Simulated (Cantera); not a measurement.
## Thermodynamics of fluorocarbon and chlorocarbon gases, feed C2F6 + H2

A closed system holds: 1 mol C2F6, a varied amount of H2, at 823.15 K and 0.400 bar.

Method: chemical equilibrium by Gibbs-energy minimisation in Cantera with the NASA 1993 tables (ideal gas, pure condensed phases). Candidate condensed phases: C, C6H6, C7H8, C8H18; 95 gas species. The feed counts by its element totals alone. Condensed phases not in the tables: fluorocarbon polymer. Gases not in the tables: C2F6 and larger saturated fluorocarbons. Equilibrium is a limit: real reactors are often held back by kinetics, nucleation or transport.

```csv
n(H2) (mol),log p HF,log p CF4,log p H2,log p CH4,log p H2F2,log p CHF3,n C(graphite)
0.54,-0.73,-0.67,-10.72,<-12,-5.53,-6.64,0.770
0.85,-0.61,-0.81,-10.42,<-12,-5.30,-6.59,0.925
1.2,-0.54,-0.96,-10.19,<-12,-5.15,-6.59,1.10
1.5,-0.49,-1.10,-10.04,<-12,-5.07,-6.62,1.25
1.8,-0.46,-1.24,-9.91,<-12,-5.01,-6.66,1.40
2.1,-0.44,-1.41,-9.78,<-12,-4.96,-6.73,1.55
2.4,-0.42,-1.63,-9.63,<-12,-4.92,-6.82,1.70
2.7,-0.41,-1.97,-9.44,<-12,-4.90,-6.97,1.85
3,-0.40,-7.13,-6.83,<-12,-4.87,-9.54,2.00
3.3,-0.42,<-12,-1.73,-3.50,-4.91,<-12,2.00
```
log p: log10 of the partial pressure in bar; n: condensed amount in mol.

From 0.54 mol H2 to 3.3 mol H2 the condensed part is C(graphite). The main C-bearing gas is CF4 at 0.54 mol H2 and CH4 at 3.3 mol H2. The share of C in condensed phases is highest at 3 mol H2 (100.0 %) and lowest at 0.54 mol H2 (38.5 %).
